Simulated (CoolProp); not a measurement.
Saturation properties of dimethyl carbonate (Tc = 283.9 °C, pc = 4909 kPa, ω = 0.346).

Computed with CoolProp (reference Helmholtz-energy equation of state, Zhou 2011).

| T (°C) | p (kPa) | vapour density (kg/m³) | enthalpy of vaporisation (kJ/kg) | liquid cp (kJ/(kg K)) | surface tension (mN/m) |
|---|---|---|---|---|---|
| 105.25 | 160.5 | 4.789 | 364.9 | 1.998 | 17.0 |
| 111.45 | 191.3 | 5.650 | 360.4 | 2.015 | 16.2 |
| 117.65 | 226.6 | 6.629 | 355.7 | 2.032 | 15.4 |
| 123.85 | 266.8 | 7.736 | 351.0 | 2.050 | 14.6 |
| 130.05 | 312.3 | 8.984 | 346.2 | 2.069 | 13.8 |
| 136.15 | 362.7 | 10.36 | 341.4 | 2.088 | 13.0 |
| 142.35 | 420.1 | 11.93 | 336.3 | 2.108 | 12.3 |
| 148.55 | 484.2 | 13.67 | 331.1 | 2.128 | 11.5 |
| 154.75 | 555.5 | 15.62 | 325.8 | 2.150 | 10.8 |
| 160.95 | 634.6 | 17.79 | 320.3 | 2.172 | 10.1 |
| 167.15 | 721.9 | 20.20 | 314.6 | 2.195 | 9.40 |

It boils at 90.1 °C under 1 atm.

Surface tension comes from a separate correlation (Mulero 2014).
